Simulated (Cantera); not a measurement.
An isothermal, constant-pressure homogeneous reactor starts with 70.9 % N₂O, 29.1 % H₂O, at 1598 K and 1.78 atm.

Model: GRI-Mech 3.0 (53 species, 325 reactions), integrated in Cantera. GRI-Mech 3.0 was tuned for natural gas; its chemistry of N2O as a main component is partial and can be far from experiment. The temperature is held fixed by assumption; the heat of reaction is taken as removed at once.

One state of this run: x N₂O = 0.523; x H₂O = 0.270; x OH = 0.00139; x H₂ = 3.49e-5; x H₂O₂ = 8.35e-7. x: mole fraction; the columns are a selection and need not sum to one.

Task: Which value of t (s) does it belong to?
A. 0.0659
B. 0.000389
C. 0.00847
D. 0.00303

Result: B, 0.000389
